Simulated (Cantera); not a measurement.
What does this Cantera script print?

```python
import numpy as np
import cantera as ct

gas_names = """
    H H2 H2S N NH NH2 NH3 N2 N2H2 N2H4 Pb PbS Pb2 S SH SN S2 S8
""".split()
cond_names = """
    Pb(cr) Pb(L) PbS(s) PbS(L) S(cr1) S(cr2) S(L)
""".split()


# ... load() reads the species with a 1 bar reference pressure and builds the phases ...
atoms = {
    'PbS': {'Pb': 1, 'S': 1},
    'H2': {'H': 2},
    'N2': {'N': 2},
}
top_T = {}  # K; cautious upper limits of use, not melting points


# ... equilibrate(T, P, feed) seeds the gas with the atoms and calls Mixture.equilibrate('TP', solver="vcs", rtol=1e-11, max_steps=5000) ...
results = []
feed = {'PbS': 1, 'H2': 45, 'N2': 27}  # mol
T = 950  # K
P = 250000  # Pa
mix = equilibrate(T, P, feed)
results.append((T, P, feed, dict(zip(mix.species_names, mix.species_moles))))
x = sorted(zip(gas.X, gas.species_names), reverse=True)
print(f"T = {T:g} K  P = {P:g} Pa  gas = {mix.phase_moles(0):.4g} mol")
print("   x: " + "  ".join(f"{s} {v:.3e}" for v, s in x if v > 1e-06))
print("   condensed (mol): " + ("  ".join(f"{mix.phase(i).name} {mix.phase_moles(i):.4g}"
      for i in range(1, mix.n_phases) if mix.phase_moles(i) > 1e-12) or "none"))
```

Result:

```
T = 950 K  P = 250000 Pa  gas = 71.96 mol
   x: H2 6.177e-01  N2 3.749e-01  H2S 6.720e-03  NH3 6.128e-04  PbS 8.756e-06  Pb 2.013e-06
   condensed (mol): Pb(L) 0.4834  PbS(s) 0.5158
```

Cantera equilibrium calculation (NASA polynomials, part measured and part estimated; ideal gas, pure solids and liquids).
